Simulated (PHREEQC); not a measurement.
Solution (11 °C): 0.0013 mol Cu(BF4)2, 0.022 mol H2SO4 and 0.002 mol NaCl per kg of water. Closed to the air; pH follows from the charge balance.

Computed with PHREEQC (ion-association model, phreeqc.dat).

No solid was allowed to form.

Q: Predict the pH, ionic strength.

A: pH 1.57; ionic strength 0.0463 mol/kgw.

Q: In which forms is Na present?

A: Na+ 98 %, NaSO4- 2.1 % of the Na.

Complexes and solids missing from the database can't appear. Away from 25 °C the constants follow the database's enthalpies or fits; those with neither stay at their 25 °C values. Real BF4- forms and hydrolyses slowly; the run takes it at equilibrium.
